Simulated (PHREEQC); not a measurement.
Consider water at 25 °C with 60 mmol/kgw CuSO4, 15 mmol/kgw MnSO4 and 150 mmol/kgw FeCl3. Closed to the air; pH follows from the charge balance.

Model: ion-association model, phreeqc.dat, run in PHREEQC.

Precipitation was switched off in this run.

Task: What pH does the model give?

Result: pH 2.08.

Task: In which forms is Cu present?

Result: Cu+2 75 %, CuCl+ 17 %, CuSO4 6.8 %, CuCl2 1.2 % of the Cu.

The solution is supersaturated, for example in Hematite (slow to form), Goethite (slow to form), so a real one may precipitate; this is no full list. Complexes and solids missing from the database can't appear.
